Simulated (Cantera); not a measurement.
A perfectly stirred reactor is fed with H2 : O2 = 0.39 : 1 (molar parts), equivalence ratio 0.20, at 0.00480 bar; it is held at 1325 K, and followed from long to short residence time.

Computed with Cantera and GRI-Mech 3.0 (53 species, 325 reactions). Radical loss at walls, strong at low pressure, is not modelled. The temperature is held fixed by assumption; the heat of reaction is taken as removed at once.

Question: Predict: x(H2) at τ = 3.30 s; x(O2) at τ = 3.30 s; x(H) at τ = 3.30 s; x(HO2) at τ = 3.30 s; x(H2O2) at τ = 3.30 s; x(H2) at τ = 32.0 ms; x(O2) at τ = 32.0 ms; x(H) at τ = 32.0 ms; x(HO2) at τ = 32.0 ms; x(H2O2) at τ = 32.0 ms.

Answer: 
| Quantity | Value |
|---|---|
| x(H2) at τ = 3.30 s | 0.00175 |
| x(O2) at τ = 3.30 s | 0.665 |
| x(H) at τ = 3.30 s | 0.00209 |
| x(HO2) at τ = 3.30 s | 2.15e-6 |
| x(H2O2) at τ = 3.30 s | 1.13e-7 |
| x(H2) at τ = 32.0 ms | 0.0169 |
| x(O2) at τ = 32.0 ms | 0.586 |
| x(H) at τ = 32.0 ms | 0.0744 |
| x(HO2) at τ = 32.0 ms | 2.80e-6 |
| x(H2O2) at τ = 32.0 ms | 1.36e-7 |
